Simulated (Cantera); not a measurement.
**Hydrocarbon pyrolysis for carbon deposition**

A perfectly stirred reactor is fed with C2H6 : N2 : H2O = 1 : 55 : 0.42 (molar parts), at 3.08 Torr; it is held at 1675 K, and followed from long to short residence time.

Computed with Cantera and GRI-Mech 3.0 (53 species, 325 reactions). GRI-Mech 3.0 stops at C3 and has no aromatics, soot or wall deposition, so with more carbon than oxygen in the feed, carbon stays in small species such as C2H2 where larger ones or solid carbon would form. Radical loss at walls, strong at low pressure, is not modelled.

```csv
τ (s),x C2H6,x H,x CH2,x C2H4,x HCN,x CH4,x H2
0.68,5.53e-5,0.000509,6.96e-6,0.000302,7.76e-5,0.00200,0.0312
0.27,0.000132,0.000556,1.05e-5,0.000653,5.16e-5,0.00260,0.0290
0.11,0.000305,0.000605,1.51e-5,0.00132,3.40e-5,0.00319,0.0262
0.042,0.000742,0.000653,2.12e-5,0.00259,2.10e-5,0.00360,0.0223
0.017,0.00169,0.000672,2.71e-5,0.00425,1.27e-5,0.00344,0.0175
0.0065,0.00393,0.000624,3.08e-5,0.00553,6.51e-6,0.00246,0.0115
0.0026,0.00796,0.000475,2.70e-5,0.00446,2.54e-6,0.00117,0.00579
0.0010,0.0131,0.000241,1.43e-5,0.00161,4.55e-7,0.000315,0.00162
0.00040,0.0160,6.24e-5,3.48e-6,0.000214,1.50e-8,6.43e-5,0.000195
0.00016,0.0171,7.70e-6,3.53e-7,1.33e-5,4.68e-11,1.14e-5,1.01e-5
```
x: mole fraction; the columns are a selection and need not sum to one.
